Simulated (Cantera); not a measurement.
An adiabatic, constant-volume homogeneous reactor starts with 10.2 % CH4, 15.7 % O2, 58.9 % N2, 15.3 % CO2, equivalence ratio 1.3, at 1625 K and 2.30 bar.

Detailed kinetics in Cantera: GRI-Mech 3.0 (53 species, 325 reactions).

Task: Predict: time of steepest temperature rise; temperature at 0.600 s; equilibrium temperature; x(O2) at 0.600 s; x(CO2) at 0.600 s; x(OH) at 0.600 s; x(N2O) at 0.600 s.

Result: 
| Quantity | Result |
|---|---|
| time of steepest temperature rise | 0.256 ms |
| temperature at 0.600 s | 2793 K |
| equilibrium temperature | 2793 K |
| x(O2) at 0.600 s | 0.00929 (gas-phase equilibrium 0.00929) |
| x(CO2) at 0.600 s | 0.136 (gas-phase equilibrium 0.136) |
| x(OH) at 0.600 s | 0.0134 (gas-phase equilibrium 0.0134) |
| x(N2O) at 0.600 s | 6.14e-7 (gas-phase equilibrium 6.14e-7) |
